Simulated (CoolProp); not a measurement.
Vapour-liquid equilibrium of R22 (1) + benzene (2) at 330.3 K; x and y are mole fractions of (1).

Model: multi-fluid Helmholtz-energy mixture model, Kamei 1995 and Thol 2012; pair parameters Bell 2016, in CoolProp.

```csv
x,bubble pressure (MPa),y at the bubble point,dew pressure at overall composition x (MPa),liquid density (mol/L)
0.05,0.1671,0.719,0.04968,10.87
0.15,0.3790,0.880,0.05553,11.14
0.25,0.5714,0.923,0.06294,11.41
0.35,0.7587,0.945,0.07260,11.68
0.45,0.9504,0.959,0.08575,11.93
0.55,1.152,0.970,0.1047,12.17
0.65,1.368,0.978,0.1343,12.37
0.75,1.599,0.984,0.1871,12.51
0.85,1.848,0.991,0.3073,12.53
0.95,2.123,0.997,0.8162,12.34
```

No azeotrope shows between x = 0.05 and 0.95.

Pair parameters are fitted to limited data, so mixtures are less certain than the pure fluids. The gap from Raoult's law changes sign with composition, which may be real or a fault of the pair parameters; it wasn't checked against measurements.
